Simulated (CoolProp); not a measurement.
A simple Rankine cycle with propyne: condensing at 292.15 K, boiler at 4.27 MPa, turbine inlet 426.5 K, turbine efficiency 0.6, pump efficiency 0.7, no recuperator. Each further row changes one setting.

Model: reference Helmholtz-energy equation of state, Polt 1992, in CoolProp. This equation is an older, rougher fit; its heat capacities, sound speeds and derivatives of the liquid may be far off and weren't checked against measurements.

| case | thermal efficiency (%) | net work (kJ/kg) | heat in (kJ/kg) | turbine exit temperature (K) | volume ratio over the turbine |
|---|---|---|---|---|---|
| as stated | 11.8 | 74.9 | 636 | ? | ? |
| turbine inlet 446.5 K | ? | 82.8 | 686 | 366.4 | ? |
| condensing temperature 284.15 K | ? | 83.5 | 654 | 335.8 | 11.3 |
| boiler pressure 2.99 MPa | 10.6 | ? | 667 | 362.3 | ? |
| turbine efficiency 0.5 | 9.6 | 61.0 | 636 | 350.5 | 9.15 |

**Question.** What belongs in the gaps?

**Answer.** 
- as stated, turbine exit temperature (K): 342.6
- as stated, volume ratio over the turbine: 8.91
- turbine inlet 446.5 K, thermal efficiency (%): 12.1
- turbine inlet 446.5 K, volume ratio over the turbine: 8.68
- condensing temperature 284.15 K, thermal efficiency (%): 12.8
- boiler pressure 2.99 MPa, net work (kJ/kg): 70.5
- boiler pressure 2.99 MPa, volume ratio over the turbine: 5.98
